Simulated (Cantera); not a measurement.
Chemical vapour transport: AlN + H2O

Input: 1 mol AlN, 0.61 mol H2O, at 1125 °C and 82.5 Torr.

These are equilibrium values from Cantera (NASA tables, ideal gas, pure condensed phases), not measurements of a reactor. Candidate condensed phases: Al, AlN, Al2O3, H2O; 35 gas species. Mutual solubility and eutectic melting of coexisting phases are not modelled. Rates play no part.

```yaml
x(H2): 0.750
x(N2): 0.250
x(H): 1.24e-5
x(H2O): 3.22e-6
x(NH3): 3.08e-6
n(AlN(s)): 0.593 mol
n(Al2O3(s)): 0.203 mol
gas_amount: 0.8133 mol
log10 activity of Al(l) (absent): -5.39
```
